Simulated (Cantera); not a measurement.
Input: 1 mol Si₂H₆, 0.48 mol Cl₂, 10 mol N₂, equilibrated at 9.75 Torr.

Method: chemical equilibrium by Gibbs-energy minimisation in Cantera with the NASA 1993 tables (ideal gas, pure condensed phases). Candidate condensed phases: NH₄Cl, Si, Si₃N₄; 28 gas species. The feed counts by its element totals alone. N₂ is the only nitrogen source here; it is nearly inert below about 1500 K, so the nitride shown seldom forms there in practice. The tables' values for SiCl₃ are old estimates; treat these amounts as uncertain. Rates play no part. All values below are at 1373 K.

Base state: N₂ 0.714, H₂ 0.208, HCl 0.0779, SiCl₂ 0.000402, SiCl₃ 4.78e-5, SiCl₄ 2.63e-5, H 1.33e-5 (mole fractions); condensed: Si₃N₄(s).

Q: What changes in the equilibrium state with this change: N₂ from 10 to 3.8 mol?

A: 
```
species          before     after
-------------  --------  --------
H₂                0.208     0.425
N₂                0.714     0.416
HCl              0.0779     0.158
SiCl₂          0.000402   0.00116
SiHCl₃          4.44e-6   2.58e-5
SiCl₄           2.63e-5  0.000151
SiCl₃           4.78e-5  0.000194
H               1.33e-5   1.90e-5
Si₃N₄(s), mol     0.665     0.664
```
